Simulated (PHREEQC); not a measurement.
Synthetic water in mg/L, 25 °C, pH 6.59, pe 10.7: Na 164; K 2.55; Ca 44.1; Mg 11.4; Cl 299; S(6) as SO4 14.2; Alkalinity as HCO3 118; O(0) (dissolved oxygen) 0.627; F 2.15.

Valence states are taken as typed.

The numbers come from PHREEQC with the ion-association model, phreeqc.dat.

Task: The ionic strength comes out as 0.0121 mol/kgw. What activity coefficients do Mg+2, Cl-, MgHCO3+, MgF+, CaHCO3+ get?

Result: Mg+2 0.65, Cl- 0.89, MgHCO3+ 0.89, MgF+ 0.90, CaHCO3+ 0.90.

Precipitation was switched off in this run.
